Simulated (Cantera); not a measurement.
Cantera with NASA thermochemical tables; ideal gases at 1 bar, condensed phases pure. Values are per mole of reaction as written; species without (g) are pure solids or liquids, kept so even where they would boil at 1 bar. TaC: taken at fixed stoichiometry.

Q: Between 1050 and 2400 K, where is each reaction favourable under standard conditions?
- 7 C₂H₄(g) + Ta₂O₅ = 7 CH₄(g) + 5 CO(g) + 2 TaC
- 3 C₂H₂(g) + 2 TaO₂(g) = 2 CO₂(g) + C₂H₆(g) + 2 TaC

A: 
- 7 C₂H₄(g) + Ta₂O₅ = 7 CH₄(g) + 5 CO(g) + 2 TaC: ΔG° is -409 kJ at 1050 K and -1254 kJ at 2400 K; it stays negative (K > 1). ΔH° is 105 kJ and ΔS° 566 J/K at 2400 K.
- 3 C₂H₂(g) + 2 TaO₂(g) = 2 CO₂(g) + C₂H₆(g) + 2 TaC: ΔG° is -994 kJ at 1050 K and -438 kJ at 2400 K; it stays negative (K > 1). ΔH° is -1395 kJ and ΔS° -399 J/K at 2400 K.
